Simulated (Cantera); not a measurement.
A closed system holds: 1 mol BF₃, 1.8 mol H₂, held at 677 °C and 100000 Pa.

Method: chemical equilibrium by Gibbs-energy minimisation in Cantera with the NASA 1993 tables (ideal gas, pure condensed phases). Candidate condensed phases: B; 20 gas species. The numbers say what is thermodynamically allowed, not how fast it happens.

Base state: H₂ 0.642, BF₃ 0.356, HF 0.000760, BHF₂ 0.000760 (mole fractions); condensed: gas only.

Problem. What changes in the equilibrium state with this change: BF₃ replaced by B₂O₃?

Solution. 
| species | before | after |
|---|---|---|
| H₂ | 0.642 | 1.000 |
| BF₃ | 0.356 | 0 |
| HF | 0.000760 | 0 |
| BHF₂ | 0.000760 | 0 |
| B₂O₃(l), mol | 0 | 1.000 |
Further candidate phases: B₂O₃, B₃O₃H₃, H₂O.
